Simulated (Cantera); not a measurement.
## AlN + H2O + N2 + H2 (nitride etching)

A closed system holds: 1 mol AlN, 2.7 mol H2O, 1.4 mol N2, 1000 mol H2, at 427 °C and 1.30 mbar.

These are equilibrium values from Cantera (NASA tables, ideal gas, pure condensed phases), not measurements of a reactor. Candidate condensed phases: Al, AlN, Al2O3, H2O; 35 gas species. The numbers say what is thermodynamically allowed, not how fast it happens.

```json
{
 "x(H2)": "0.997",
 "x(N2)": "0.00189",
 "x(H2O)": "0.00119",
 "n(Al2O3(s))": "0.500 mol",
 "gas_amount": "1005 mol",
 "log10 activity of Al(s) (absent)": "-26.57"
}
```
